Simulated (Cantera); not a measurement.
Standard-state values (1 bar) from the NASA 1993 polynomials, evaluated with Cantera. Values are per mole of reaction as written; species without (g) are pure solids or liquids, kept so even where they would boil at 1 bar.

2 AlCl3 + O(g) → Al2O(g) + 3 Cl2(g), with ΔH° = 1016.8 kJ and ΔS° = 541.6 J/K at 300 K.

Task: How far is the shortcut ΔG° ≈ ΔH°(300 K) − T·ΔS°(300 K) from the full temperature-dependent value at 425, 435, 445, 455, 465, 475, 485, 495, 505, 515, 525 K?

Result: 
```csv
T (K),shortcut (kJ),full (kJ),difference (kJ),difference in log10 K,condensed phases
425,786.6,787.9,-1.2,0.15,AlCl3(s)
435,781.2,782.7,-1.5,0.17,AlCl3(s)
445,775.8,777.5,-1.7,0.20,AlCl3(s)
455,770.4,772.3,-1.9,0.22,AlCl3(s)
465,765.0,767.1,-2.2,0.24,AlCl3(s)
475,759.5,763.4,-3.8,0.42,AlCl3(l)
485,754.1,759.8,-5.6,0.61,AlCl3(l)
495,748.7,756.2,-7.5,0.79,AlCl3(l)
505,743.3,752.6,-9.3,0.96,AlCl3(l)
515,737.9,749.1,-11.2,1.14,AlCl3(l)
525,732.5,745.6,-13.1,1.30,AlCl3(l)
```
The shortcut ignores heat capacities and the phase changes listed.
